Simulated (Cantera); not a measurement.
# B2H6 + NH3 + N2 + H2O (boron, boron nitride and boron oxide)

Input: 1 mol B2H6, 1 mol NH3, a varied amount of N2, 2.4 mol H2O, at 2100 °C and 1.40 mbar.

Equilibrium computed with Cantera from the NASA thermochemical tables; the gas is ideal and each condensed phase is pure. Candidate condensed phases: B, BN, B2O3, B3O3H3, H2O; 39 gas species. The feed counts by its element totals alone. Kinetics and transport are ignored.

| n(N2) (mol) | log p N2 | log p H2 | log p H | log p BO | log p HBO | log p HBO2 | log p B2O3 |
|---|---|---|---|---|---|---|---|
| 0.81 | -3.79 | -3.19 | -3.45 | -3.78 | -4.55 | -4.61 | -4.95 |
| 1.1 | -3.72 | -3.21 | -3.46 | -3.79 | -4.57 | -4.62 | -4.96 |
| 1.5 | -3.63 | -3.22 | -3.47 | -3.81 | -4.59 | -4.64 | -4.98 |
| 2.1 | -3.54 | -3.25 | -3.48 | -3.83 | -4.62 | -4.66 | -5.01 |
| 2.8 | -3.46 | -3.28 | -3.49 | -3.85 | -4.66 | -4.69 | -5.05 |
| 3.8 | -3.38 | -3.31 | -3.51 | -3.88 | -4.70 | -4.72 | -5.09 |
| 5.2 | -3.30 | -3.36 | -3.54 | -3.91 | -4.77 | -4.77 | -5.15 |
| 7.2 | -3.22 | -3.42 | -3.57 | -3.96 | -4.84 | -4.83 | -5.23 |
| 9.8 | -3.16 | -3.49 | -3.60 | -4.01 | -4.93 | -4.89 | -5.31 |
| 13 | -3.11 | -3.57 | -3.64 | -4.07 | -5.03 | -4.96 | -5.40 |
| 18 | -3.05 | -3.67 | -3.69 | -4.15 | -5.15 | -5.06 | -5.53 |
log p: log10 of the partial pressure in bar; nothing condenses.

From 0.81 mol N2 to 18 mol N2 nothing is condensed. The main B-bearing gas is BO throughout.
